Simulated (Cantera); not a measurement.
## Equilibrium for carbon deposition, reforming and gasification: C3H8 + O2 + CO2

Input: 1 mol C3H8, 0.007 mol O2, 2.9 mol CO2, held at 133 Pa.

Equilibrium computed with Cantera from the NASA thermochemical tables; the gas is ideal and each condensed phase is pure. Candidate condensed phases: C, C6H6, C7H8, C8H18, H2O; 110 gas species. Equilibrium is a limit: real reactors are often held back by kinetics, nucleation or transport.

```json
[
 {"T (°C)": "1425", "log p CO": "-3.10", "log p H": "-5.47", "log p H2": "-3.27", "log p C2H2 (acetylene)": "-7.41", "log p C3": "-14.38", "log p C": "-13.85", "log p C2H": "-11.87", "n C(graphite)": "0.0854"},
 {"T (°C)": "1500", "log p CO": "-3.10", "log p H": "-5.18", "log p H2": "-3.27", "log p C2H2 (acetylene)": "-7.12", "log p C3": "-13.30", "log p C": "-12.91", "log p C2H": "-11.14", "n C(graphite)": "0.0849"},
 {"T (°C)": "1575", "log p CO": "-3.10", "log p H": "-4.91", "log p H2": "-3.27", "log p C2H2 (acetylene)": "-6.86", "log p C3": "-12.32", "log p C": "-12.06", "log p C2H": "-10.47", "n C(graphite)": "0.0840"},
 {"T (°C)": "1650", "log p CO": "-3.11", "log p H": "-4.66", "log p H2": "-3.28", "log p C2H2 (acetylene)": "-6.62", "log p C3": "-11.41", "log p C": "-11.27", "log p C2H": "-9.86", "n C(graphite)": "0.0825"},
 {"T (°C)": "1725", "log p CO": "-3.11", "log p H": "-4.44", "log p H2": "-3.29", "log p C2H2 (acetylene)": "-6.41", "log p C3": "-10.58", "log p C": "-10.54", "log p C2H": "-9.29", "n C(graphite)": "0.0801"},
 {"T (°C)": "1800", "log p CO": "-3.11", "log p H": "-4.23", "log p H2": "-3.30", "log p C2H2 (acetylene)": "-6.21", "log p C3": "-9.80", "log p C": "-9.86", "log p C2H": "-8.77", "n C(graphite)": "0.0767"},
 {"T (°C)": "1875", "log p CO": "-3.12", "log p H": "-4.04", "log p H2": "-3.32", "log p C2H2 (acetylene)": "-6.04", "log p C3": "-9.09", "log p C": "-9.23", "log p C2H": "-8.28", "n C(graphite)": "0.0719"},
 {"T (°C)": "1950", "log p CO": "-3.13", "log p H": "-3.87", "log p H2": "-3.35", "log p C2H2 (acetylene)": "-5.89", "log p C3": "-8.42", "log p C": "-8.64", "log p C2H": "-7.84", "n C(graphite)": "0.0655"},
 {"T (°C)": "2025", "log p CO": "-3.14", "log p H": "-3.71", "log p H2": "-3.39", "log p C2H2 (acetylene)": "-5.76", "log p C3": "-7.79", "log p C": "-8.09", "log p C2H": "-7.43", "n C(graphite)": "0.0573"},
 {"T (°C)": "2100", "log p CO": "-3.15", "log p H": "-3.58", "log p H2": "-3.45", "log p C2H2 (acetylene)": "-5.66", "log p C3": "-7.21", "log p C": "-7.58", "log p C2H": "-7.06", "n C(graphite)": "0.0468"},
 {"T (°C)": "2175", "log p CO": "-3.16", "log p H": "-3.46", "log p H2": "-3.53", "log p C2H2 (acetylene)": "-5.59", "log p C3": "-6.66", "log p C": "-7.10", "log p C2H": "-6.72", "n C(graphite)": "0.0322"},
 {"T (°C)": "2250", "log p CO": "-3.18", "log p H": "-3.37", "log p H2": "-3.62", "log p C2H2 (acetylene)": "-5.55", "log p C3": "-6.15", "log p C": "-6.64", "log p C2H": "-6.41", "n C(graphite)": "0.00694"},
 {"T (°C)": "2325", "log p CO": "-3.20", "log p H": "-3.29", "log p H2": "-3.74", "log p C2H2 (acetylene)": "-5.70", "log p C3": "-5.92", "log p C": "-6.30", "log p C2H": "-6.31", "n C(graphite)": "0"},
 {"T (°C)": "2400", "log p CO": "-3.21", "log p H": "-3.23", "log p H2": "-3.89", "log p C2H2 (acetylene)": "-5.97", "log p C3": "-5.83", "log p C": "-6.02", "log p C2H": "-6.31", "n C(graphite)": "0"}
]
```
log p: log10 of the partial pressure in bar; n: condensed amount in mol.

From 1425 °C to 2250 °C the condensed part is C(graphite). From 2325 °C to 2400 °C nothing is condensed. The main C-bearing gas is CO throughout.
